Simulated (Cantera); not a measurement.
Feed: 1 mol SiH₄, 0.46 mol Cl₂, 56 mol N₂, equilibrated at 1248 K and 0.100 bar.

Method: chemical equilibrium by Gibbs-energy minimisation in Cantera with the NASA 1993 tables (ideal gas, pure condensed phases). Candidate condensed phases: NH₄Cl, Si, Si₃N₄; 28 gas species. N₂ is the only nitrogen source here; it is nearly inert below about 1500 K, so the nitride shown seldom forms there in practice. Rates play no part.

Base state: N₂ 0.957, H₂ 0.0267, HCl 0.0159 (mole fractions); condensed: Si₃N₄(s).

Task: What changes in the equilibrium state with this change: temperature from 1248 K to 1698 K?

Result: 
| species | before | after |
|---|---|---|
| N₂ | 0.957 | 0.957 |
| H₂ | 0.0267 | 0.0280 |
| HCl | 0.0159 | 0.0130 |
| SiCl₂ | 2.75e-6 | 0.00137 |
| H | 2.41e-7 | 7.65e-5 |
| Cl | 1.23e-7 | 2.77e-5 |
| SiCl₃ | 1.50e-6 | 2.74e-5 |
| Si₃N₄(s), mol | 0.333 | 0.306 |
The tables' values for SiCl₃ are old estimates; treat these amounts as uncertain.

Task: What changes in the equilibrium state with this change: SiH₄ replaced by Si₂H₆?

Result: 
| species | before | after |
|---|---|---|
| N₂ | 0.957 | 0.940 |
| H₂ | 0.0267 | 0.0437 |
| HCl | 0.0159 | 0.0158 |
| Si₃N₄(s), mol | 0.333 | 0.667 |
The feed counts by its element totals alone.
